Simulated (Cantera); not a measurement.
**Reactions in the system O-Pb-S**

Cantera with NASA thermochemical tables; ideal gases at 1 bar, condensed phases pure. Values are per mole of reaction as written; species without (g) are pure solids or liquids, kept so even where they would boil at 1 bar.

3 PbO + 2 S2(g) = SO3(g) + 3 PbS(g)

```tsv
T (K)	ΔH° (kJ)	ΔS° (J/K)	ΔG° (kJ)	log10 K	condensed phases
998	361.1	287.6	74.1	-3.88	PbO(yellow)
1073	356.6	283.3	52.7	-2.56	PbO(yellow)
1148	351.8	279.0	31.6	-1.44	PbO(yellow)
1223	269.4	208.0	15.1	-0.64	PbO(l)
1298	263.4	203.2	-0.3	0.01	PbO(l)
1373	257.4	198.7	-15.4	0.59	PbO(l)
1448	251.4	194.5	-30.2	1.09	PbO(l)
1523	245.4	190.4	-44.6	1.53	PbO(l)
1598	239.5	186.6	-58.7	1.92	PbO(l)
1673	233.5	182.9	-72.6	2.27	PbO(l)
```

2 O3(g) + 6 PbS = 3 S2(g) + 6 PbO

```
T (K)  ΔH° (kJ)  ΔS° (J/K)  ΔG° (kJ)  log10 K     condensed phases
-----  --------  ---------  --------  -------  -------------------
998      -613.6       75.8    -689.2    36.07  PbS(s), PbO(yellow)
1073     -612.7       76.5    -694.9    33.83  PbS(s), PbO(yellow)
1148     -611.7       77.4    -700.6    31.88  PbS(s), PbO(yellow)
1223     -455.6      212.1    -715.0    30.54       PbS(s), PbO(l)
1298     -452.6      214.5    -731.0    29.42       PbS(s), PbO(l)
1373     -449.9      216.5    -747.2    28.42       PbS(s), PbO(l)
1448     -563.1      134.9    -758.4    27.36       PbS(l), PbO(l)
1523     -564.0      134.2    -768.5    26.36       PbS(l), PbO(l)
1598     -565.1      133.6    -778.5    25.45       PbS(l), PbO(l)
1673     -566.3      132.8    -788.5    24.62       PbS(l), PbO(l)
```

2 SO2(g) + 4 PbS = 3 S2(g) + 4 PbO(g)

```json
[
 {"T (K)": "998", "ΔH° (kJ)": "1611.3", "ΔS° (J/K)": "713.8", "ΔG° (kJ)": "898.9", "log10 K": "-47.05", "condensed phases": "PbS(s)"},
 {"T (K)": "1073", "ΔH° (kJ)": "1605.7", "ΔS° (J/K)": "708.4", "ΔG° (kJ)": "845.6", "log10 K": "-41.16", "condensed phases": "PbS(s)"},
 {"T (K)": "1148", "ΔH° (kJ)": "1599.8", "ΔS° (J/K)": "703.1", "ΔG° (kJ)": "792.7", "log10 K": "-36.07", "condensed phases": "PbS(s)"},
 {"T (K)": "1223", "ΔH° (kJ)": "1593.8", "ΔS° (J/K)": "698.1", "ΔG° (kJ)": "740.1", "log10 K": "-31.61", "condensed phases": "PbS(s)"},
 {"T (K)": "1298", "ΔH° (kJ)": "1587.7", "ΔS° (J/K)": "693.1", "ΔG° (kJ)": "687.9", "log10 K": "-27.68", "condensed phases": "PbS(s)"},
 {"T (K)": "1373", "ΔH° (kJ)": "1581.3", "ΔS° (J/K)": "688.4", "ΔG° (kJ)": "636.1", "log10 K": "-24.20", "condensed phases": "PbS(s)"},
 {"T (K)": "1448", "ΔH° (kJ)": "1497.7", "ΔS° (J/K)": "628.2", "ΔG° (kJ)": "588.1", "log10 K": "-21.21", "condensed phases": "PbS(l)"},
 {"T (K)": "1523", "ΔH° (kJ)": "1489.1", "ΔS° (J/K)": "622.4", "ΔG° (kJ)": "541.2", "log10 K": "-18.56", "condensed phases": "PbS(l)"},
 {"T (K)": "1598", "ΔH° (kJ)": "1480.5", "ΔS° (J/K)": "616.9", "ΔG° (kJ)": "494.7", "log10 K": "-16.17", "condensed phases": "PbS(l)"},
 {"T (K)": "1673", "ΔH° (kJ)": "1472.0", "ΔS° (J/K)": "611.7", "ΔG° (kJ)": "448.6", "log10 K": "-14.01", "condensed phases": "PbS(l)"}
]
```
